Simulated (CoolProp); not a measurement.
Vapour-liquid equilibrium of R22 (1) + acetone (2) at 8.85 °C; x and y are mole fractions of (1).

Computed with CoolProp (multi-fluid Helmholtz-energy mixture model, Kamei 1995 and Lemmon 2006; pair parameters Bell 2016).

```tsv
x	bubble pressure, mixture model (MPa)	bubble pressure, Raoult's law (MPa)	y, mixture model	y, Raoult's law
0.05	0.04224	0.04676	0.664	0.703
0.2	0.09476	0.1432	0.864	0.918
0.35	0.1445	0.2397	0.923	0.960
0.5	0.2164	0.3361	0.961	0.978
0.65	0.3247	0.4326	0.984	0.988
0.8	0.4685	0.5291	0.995	0.994
0.95	0.6165	0.6255	0.999	0.999
```

The largest gap from Raoult's law is -39.7 % in bubble pressure, at x = 0.35. No azeotrope shows between x = 0.05 and 0.95.

The pair parameters rest on a limited set of measurements; away from them the model extrapolates.
